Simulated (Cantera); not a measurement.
A Cantera script and what it prints.

```python
import numpy as np
import cantera as ct

gas_names = """
    Electron C C+ C- CH CH+ CH2 CH3 CH2OH CH3O CH4 CH3OH CN CN+ CN- CO CO+ CO2 CO2+ COOH C2 C2+ C2- C2H
    CHCO,ketyl C2H2,acetylene C2H2,vinylidene CH2CO,ketene C2H3,vinyl CH3CN CH3CO,acetyl C2H4
    C2H4O,ethylen CH3CHO,ethanal CH3COOH (HCOOH)2 C2H5 C2H6 CH3OCH3 C2H5OH CCN CNC C2N2 C2O C3
    C3H3,propargyl C3H4,allene C3H4,propyne C3H4,cyclo- C3H5,allyl C3H6,propylene C3H6,cyclo- C3H6O
    C3H7,n-propyl C3H7,i-propyl C3H8 C3H8O,1propanol C3H8O,2propanol C3O2 C4 C4H2 C4H4,1,3-cyclo-
    C4H6,butadiene C4H6,2-butyne C4H6,cyclo- C4H8,1-butene C4H8,cis2-buten C4H8,tr2-butene
    C4H8,isobutene C4H8,cyclo- (CH3COOH)2 C4H9,n-butyl C4H9,i-butyl C4H9,s-butyl C4H9,t-butyl
    C4H10,isobutane C4H10,n-butane C4N2 C5 C5H6,1,3cyclo- C5H8,cyclo- C5H10,1-pentene C5H10,cyclo-
    C5H11,pentyl C5H11,t-pentyl C5H12,n-pentane C5H12,i-pentane CH3C(CH3)2CH3 C6H2 C6H5,phenyl
    C6H5O,phenoxy C6H6 C6H5OH,phenol C6H10,cyclo- C6H12,1-hexene C6H12,cyclo- C6H13,n-hexyl C7H7,benzyl
    C7H8 C7H8O,cresol C7H14,1-heptene C7H15,n-heptyl C7H16,n-heptane C8H8,styrene C8H10,ethylbenz
    C8H16,1-octene C8H17,n-octyl C8H18,isooctane C8H18,n-octane C9H19,n-nonyl C10H8,naphthale
    C10H21,n-decyl C12H9,o-bipheny C12H10,bipheny H H+ H- HCN HCO HCO+ HCCN HNC HNCO HNO HNO2 HNO3 HO2
    H2 H2+ H2- HCHO,formaldehy HCOOH H2O H2O+ H2O2 H3O+ N N+ N- NCO NH NH+ NH2 NH3 NH2OH NH4+ NO NO+ NO2
    NO2- NO3 NO3- N2 N2+ N2- N2H2 N2H4 N2O N2O+ O O+ O- OH OH+ OH- O2 O2+ O2- O3
""".split()
cond_names = """
    C(gr) C6H6(L) C7H8(L) C8H18(L),n-octa H2O(s) H2O(L)
""".split()


def load(file, names, dense=False):
    # The tables refer to 1 bar. Condensed volumes are neglected.
    table = {s.name: s for s in ct.Species.list_from_file(file)}
    out = []
    for n in names:
        d = dict(table[n].input_data)
        d["thermo"] = dict(d["thermo"], **{"reference-pressure": 1e5})
        if dense:
            d["equation-of-state"] = {"model": "constant-volume", "density": "1e6 g/cm^3"}
        out.append(ct.Species.from_dict(d))
    return out


gas = ct.Solution(thermo="ideal-gas", species=load("nasa_gas.yaml", gas_names))
cond = {s.name: ct.Solution(thermo="fixed-stoichiometry", species=[s], name=s.name)
        for s in load("nasa_condensed.yaml", cond_names, dense=True)}
atoms = {
    'CH4': {'C': 1, 'H': 4},
    'H2O': {'H': 2, 'O': 1},
    'N2': {'N': 2},
    'H2': {'H': 2},
}
top_T = {'C(gr)': 4500}  # K; cautious upper limits of use, not melting points


def equilibrate(T, P, feed):
    n = {}
    for name, mol in feed.items():
        for a, k in atoms[name].items():
            n[a] = n.get(a, 0.0) + k * mol
    gas.TPX = T, P, n
    mass = sum(n.values()) * gas.mean_molecular_weight
    gas.equilibrate("TP")
    valid = [c for c in cond.values() if c.min_temp <= T <= top_T.get(c.name, c.max_temp)]
    mix = ct.Mixture([(gas, mass / gas.mean_molecular_weight)] + [(c, 0.0) for c in valid])
    mix.T, mix.P = T, P
    mix.equilibrate("TP", solver="vcs", rtol=1e-11, max_steps=5000)
    return mix


results = []
feed = {'CH4': 1, 'H2O': 0.083, 'N2': 19, 'H2': 36}  # mol
P = 133.322  # Pa
for T in [2500, 3000, 3500, 4000, 4500, 5000]:
    mix = equilibrate(T, P, feed)
    results.append((T, P, feed, dict(zip(mix.species_names, mix.species_moles))))

top = {s: max(r[3][s] / sum(r[3][g] for g in gas_names) for r in results) for s in gas_names}
cols = sorted((s for s in top if top[s] > 0.0001), key=lambda s: -top[s])[:7]
seen = [c for c in cond_names if any(r[3].get(c, 0) > 1e-12 for r in results)]
print("log10 of partial pressures in bar; condensed amounts in mol")
print(f"{'T/K':>10s}" + "".join(f"{s[:9]:>10s}" for s in cols + seen))
for T, P, feed, n in results:
    ng = sum(n[g] for g in gas_names)
    print(f"{T:10.4g}" + "".join(f"{np.log10(max(n[s] / ng * P / 1e5, 1e-99)):10.3f}" for s in cols)
          + "".join(f"{n.get(c, 0):10.4g}" for c in seen))
```

Result:

```
log10 of partial pressures in bar; condensed amounts in mol
       T/K         H        H2        N2         N       HCN         C        CN
      2500    -3.278    -3.356    -3.459    -8.264    -4.904    -7.125    -6.063
      3000    -2.996    -4.389    -3.570    -6.641    -5.721    -5.338    -5.314
      3500    -2.978    -5.499    -3.583    -5.446    -7.375    -4.982    -5.665
      4000    -2.981    -6.367    -3.608    -4.555    -8.851    -4.926    -6.144
      4500    -2.997    -7.072    -3.723    -3.907   -10.092    -4.915    -6.595
      5000    -3.029    -7.674    -4.083    -3.521   -11.255    -4.923    -7.104
```

Method: chemical equilibrium by Gibbs-energy minimisation in Cantera with the NASA 1993 tables (ideal gas, pure condensed phases).
